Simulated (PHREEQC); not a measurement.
## Ultrapure water in contact with air or piping: speciation

A made-up water analysis in mg/kgw, 20 °C, pH 6.97, pe 11.1: Na 0.0102; K 0.000699; Ca 0.0681; Mg 0.0087; Cl 0.031; S(6) as SO4 0.00776; Alkalinity as HCO3 0.199; Si as SiO2 0.000107; B 0.000201; Ba 0.000137; Cd 0.000196; Zn 0.000103.

Valence states are taken as typed.

Model: ion-association model, phreeqc.dat, run in PHREEQC.

Each row changes one thing in this solution. Precipitation was switched off in this run.

```tsv
case	HCO3- (mol/kgw)	CO2 (mol/kgw)	CO3-2 (mol/kgw)	H2BO3- (mol/kgw)	CaHCO3+ (mol/kgw)	CaSO4 (mol/kgw)	SI of Quartz (SiO2)	SI of Otavite (CdCO3)
as made	3.30e-6	8.50e-7	1.31e-9	9.08e-11	6.50e-11	2.29e-11	-4.69	-5.55
Si from 0.000107 to 0.000214 mg/kgw	3.30e-6	8.50e-7	1.31e-9	9.08e-11	6.50e-11	2.29e-11	-4.39	-5.55
S(6) from 0.00776 to 0.0155 mg/kgw	3.30e-6	8.50e-7	1.31e-9	9.08e-11	6.50e-11	___	-4.69	-5.55
pH from 6.97 to 6.47 at the same alkalinity	3.58e-6	2.91e-6	4.49e-10	2.88e-11	___	2.29e-11	-4.69	-6.02
pH from 6.97 to 7.47 at the same alkalinity	___	2.51e-7	3.87e-9	2.84e-10	6.07e-11	2.29e-11	-4.70	-5.08
all concentrations times 4 at the same typed pH	1.31e-5	3.36e-6	5.23e-9	3.64e-10	1.01e-9	___	-4.09	-4.36
```

Task: Complete the blanks.

Result: 
- S(6) from 0.00776 to 0.0155 mg/kgw, CaSO4 (mol/kgw): 4.58e-11
- pH from 6.97 to 6.47 at the same alkalinity, CaHCO3+ (mol/kgw): 7.04e-11
- pH from 6.97 to 7.47 at the same alkalinity, HCO3- (mol/kgw): 3.08e-6
- all concentrations times 4 at the same typed pH, CaSO4 (mol/kgw): 3.57e-10
